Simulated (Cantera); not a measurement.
An isothermal, constant-pressure homogeneous reactor starts with NO : N2 = 1 : 0.57 (molar parts), at 1648 K and 0.0450 bar. Integrator tolerance rtol = 1e-08.

Detailed kinetics in Cantera: GRI-Mech 3.0 (53 species, 325 reactions). Radical loss at walls, strong at low pressure, is not modelled.

Q: What does this change do: temperature 1648 to 1850 K?

A: 
| quantity | before | after |
|---|---|---|
| x(NO) at 3.00 s | 0.631 (gas-phase equilibrium 0.00271) | 0.586 (gas-phase equilibrium 0.00560) |
| x(N2) at 3.00 s | 0.366 (gas-phase equilibrium 0.680) | 0.388 (gas-phase equilibrium 0.679) |
| x(O2) at 3.00 s | 0.00288 (gas-phase equilibrium 0.317) | 0.0253 (gas-phase equilibrium 0.315) |
| x(N2O) at 3.00 s | 0.000139 (gas-phase equilibrium 3.16e-8) | 0.000124 (gas-phase equilibrium 6.29e-8) |
| x(NO2) at 3.00 s | 7.64e-5 (gas-phase equilibrium 2.51e-6) | 9.86e-5 (gas-phase equilibrium 3.29e-6) |
| x(O) at 3.00 s | 1.31e-5 (gas-phase equilibrium 6.76e-5) | 0.000183 (gas-phase equilibrium 0.000514) |
